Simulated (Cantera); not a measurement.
Input: 1 mol Si₃H₈, 0.75 mol Cl₂, 180 mol H₂, held at 0.100 bar.

These are equilibrium values from Cantera (NASA tables, ideal gas, pure condensed phases), not measurements of a reactor. Candidate condensed phases: Si; 19 gas species. The feed counts by its element totals alone. The tables' values for SiCl₃ are old estimates; treat these amounts as uncertain. Equilibrium is a limit: real reactors are often held back by kinetics, nucleation or transport. All values below are at 1100 K.

Base state: H₂ 0.992, HCl 0.00719, SiHCl₃ 0.000119, SiCl₂ 0.000106, SiCl₄ 5.85e-5, SiH₂Cl₂ 2.91e-5, SiCl₃ 2.11e-5 (mole fractions); condensed: Si(s).

Problem. What changes in the equilibrium state with this change: Cl₂ from 0.75 to 0.013 mol?

Solution. 
| species | before | after |
|---|---|---|
| H₂ | 0.992 | 1.000 |
| HCl | 0.00719 | 0.000141 |
| SiCl₂ | 0.000106 | 4.06e-8 |
| SiHCl₃ | 0.000119 | <1e-9 |
| SiCl₄ | 5.85e-5 | <1e-9 |
| SiCl₃ | 2.11e-5 | <1e-9 |
| Si(s), mol | 2.94 | 3.00 |
